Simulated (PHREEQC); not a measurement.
# Metal-bearing waste water (model solution)

Dissolve 1.9 mmol/kgw FeCl3 and 34 mmol/kgw NaCl at 25 °C. Closed to the air; pH follows from the charge balance.

Model: ion-association model, phreeqc.dat, run in PHREEQC.

Each row changes one thing in this solution. Precipitation was switched off in this run.

| case | pH | ionic strength (mol/kgw) |
|---|---|---|
| as made | 2.89 | 0.0425 |
| FeCl3 left out | 6.99 | 0.0340 |
| FeCl3 from 0.0019 to 0.00209 mol/kgw | 2.86 | 0.0434 |
| temperature from 25 to 15 °C | 2.94 | ___ |
| FeCl3 replaced by FeCl2 at the same molality | 6.25 | 0.0396 |
| 0.002 mol/kgw NaHCO3 added | ___ | 0.0419 |
| diluted 100-fold with water | 4.45 | 0.000399 |
| NaCl left out | 2.82 | 0.00849 |

What belongs in the gaps?


- temperature from 25 to 15 °C, ionic strength (mol/kgw): 0.0429
- 0.002 mol/kgw NaHCO3 added, pH: 3.50

Some of these states are supersaturated (in Hematite (slow to form), Goethite (slow to form), Fe(OH)3(a), for instance).
